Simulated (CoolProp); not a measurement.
Vapour pressure (bar) of nitrogen: the reference equation beside estimates from Tc = -147.0 °C, pc = 33.96 bar, ω = 0.037. Clausius-Clapeyron is anchored at -164.25 °C with a constant enthalpy of vaporisation of 3.859 kJ/mol.

Computed with CoolProp (reference Helmholtz-energy equation of state, Span 2000).

```csv
T (°C),reference,Lee-Kesler,Clausius-Clapeyron,van der Waals,Redlich-Kwong
-178.85,5.121,5.125,7.105,9.424,5.036
-176.45,6.144,6.149,8.028,10.64,6.099
-173.95,7.360,7.363,9.060,12.00,7.363
-171.55,8.681,8.681,10.12,13.41,8.738
-169.15,10.16,10.16,11.24,14.92,10.28
-166.75,11.82,11.81,12.43,16.53,12.00
-164.25,13.74,13.73,13.74,18.32,13.98
-161.85,15.79,15.77,15.07,20.14,16.09
-159.45,18.05,18.02,16.45,22.08,18.39
-156.95,20.65,20.61,17.96,24.21,21.02
-154.55,23.39,23.36,19.48,26.37,23.76
-152.15,26.39,26.37,21.05,28.64,26.73
```

Absolute difference from the reference over all 12 rows, mean and median: Lee-Kesler 0.1 and 0.1 %, Clausius-Clapeyron 15.7 and 14.8 %, van der Waals 40.3 and 36.6 %, Redlich-Kwong 1.3 and 1.6 %.
